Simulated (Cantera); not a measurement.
What does this Cantera script print?

```python
import numpy as np
import cantera as ct

gas_names = """
    CL2 AL2CL6 TiCL3
""".split()
cond_names = """
    Ca(a) Ca(b) Ca(L) CaCL2(s) CaCL2(L) Cs(cr) Cs(L) CsCL(a) CsCL(b) CsCL(L) AL(cr) AL(L) Ti(a) Ti(b)
    Ti(L)
""".split()


# ... load() reads the species with a 1 bar reference pressure and builds the phases ...
species = {s.name: s for s in load("nasa_gas.yaml", gas_names) + load("nasa_condensed.yaml", cond_names)}
# Each term lists the table entries of one substance; the one whose range holds T is used.
reactions = {
    'Ca + Cl2(g) = CaCl2':
        [(-1, ['Ca(a)', 'Ca(b)', 'Ca(L)']), (-1, ['CL2']), (1, ['CaCL2(s)', 'CaCL2(L)'])],
    '2 Cs + Cl2(g) = 2 CsCl':
        [(-2, ['Cs(cr)', 'Cs(L)']), (-1, ['CL2']), (2, ['CsCL(a)', 'CsCL(b)', 'CsCL(L)'])],
    '0.6667 Al + Cl2(g) = 0.3333 Al2Cl6(g)':
        [(-0.6666666666666666, ['AL(cr)', 'AL(L)']), (-1, ['CL2']), (0.3333333333333333, ['AL2CL6'])],
    '0.6667 Ti + Cl2(g) = 0.6667 TiCl3(g)':
        [(-0.6666666666666666, ['Ti(a)', 'Ti(b)', 'Ti(L)']), (-1, ['CL2']), (0.6666666666666666, ['TiCL3'])],
}


def pick(names, T):
    return next(species[n] for n in names if species[n].thermo.min_temp <= T <= species[n].thermo.max_temp)


results = []
for label, terms in reactions.items():
    print(label)
    print("     T/K   dH/kJ  dS/(J/K)   dG/kJ   log10 K")
    for T in [550, 625, 700, 775, 850, 925, 1000, 1075, 1150, 1225, 1300]:
        used = [(nu, pick(names, T)) for nu, names in terms]
        dH = sum(nu * s.thermo.h(T) for nu, s in used) / 1e6
        dS = sum(nu * s.thermo.s(T) for nu, s in used) / 1e3
        dG = dH - T * dS / 1e3
        logK = -dG * 1e6 / (ct.gas_constant * T * np.log(10))
        results.append((label, T, dH, dS, dG, logK, [s.name for _, s in used]))
        print(f"{T:8g} {dH:8.1f} {dS:8.1f} {dG:8.1f} {logK:8.2f}")
```

Output:

```
Ca + Cl2(g) = CaCl2
     T/K   dH/kJ  dS/(J/K)   dG/kJ   log10 K
     550   -792.6   -153.1   -708.4    67.27
     625   -791.7   -151.6   -697.0    58.25
     700   -790.9   -150.4   -685.6    51.16
     775   -790.9   -150.5   -674.3    45.45
     850   -789.9   -149.2   -663.1    40.75
     925   -788.8   -148.0   -651.9    36.81
    1000   -787.6   -146.8   -640.9    33.48
    1075   -757.4   -117.9   -630.7    30.65
    1150   -763.8   -123.6   -621.7    28.24
    1225   -761.8   -121.9   -612.5    26.12
    1300   -759.8   -120.2   -603.4    24.25
2 Cs + Cl2(g) = 2 CsCl
     T/K   dH/kJ  dS/(J/K)   dG/kJ   log10 K
     550   -887.0   -198.4   -777.9    73.87
     625   -885.4   -195.7   -763.1    63.77
     700   -883.5   -192.9   -748.5    55.85
     775   -873.7   -179.7   -734.5    49.50
     850   -871.3   -176.7   -721.1    44.31
     925   -836.9   -139.2   -708.2    39.99
    1000   -832.6   -134.6   -697.9    36.46
    1075   -828.3   -130.5   -688.0    33.43
    1150   -824.2   -126.8   -678.3    30.81
    1225   -820.3   -123.5   -669.0    28.52
    1300   -816.5   -120.6   -659.8    26.51
0.6667 Al + Cl2(g) = 0.3333 Al2Cl6(g)
     T/K   dH/kJ  dS/(J/K)   dG/kJ   log10 K
     550   -431.1    -81.5   -386.2    36.68
     625   -430.8    -81.1   -380.1    31.77
     700   -430.6    -80.7   -374.1    27.91
     775   -430.4    -80.5   -368.0    24.80
     850   -430.3    -80.3   -362.0    22.24
     925   -430.2    -80.3   -356.0    20.10
    1000   -437.2    -87.8   -349.4    18.25
    1075   -437.1    -87.7   -342.9    16.66
    1150   -437.0    -87.6   -336.3    15.27
    1225   -436.9    -87.5   -329.7    14.06
    1300   -436.8    -87.4   -323.2    12.98
0.6667 Ti + Cl2(g) = 0.6667 TiCl3(g)
     T/K   dH/kJ  dS/(J/K)   dG/kJ   log10 K
     550   -359.7    -32.8   -341.7    32.45
     625   -359.7    -32.7   -339.2    28.35
     700   -359.7    -32.7   -336.8    25.13
     775   -359.7    -32.8   -334.3    22.53
     850   -359.8    -32.9   -331.9    20.39
     925   -359.9    -33.0   -329.4    18.60
    1000   -360.0    -33.1   -326.9    17.08
    1075   -360.3    -33.4   -324.4    15.76
    1150   -360.9    -33.9   -321.9    14.62
    1225   -363.4    -36.1   -319.2    13.61
    1300   -363.4    -36.1   -316.5    12.72
```

Cantera with NASA thermochemical tables; ideal gases at 1 bar, condensed phases pure. Condensed species are held in their standard states even where they would react or evaporate.
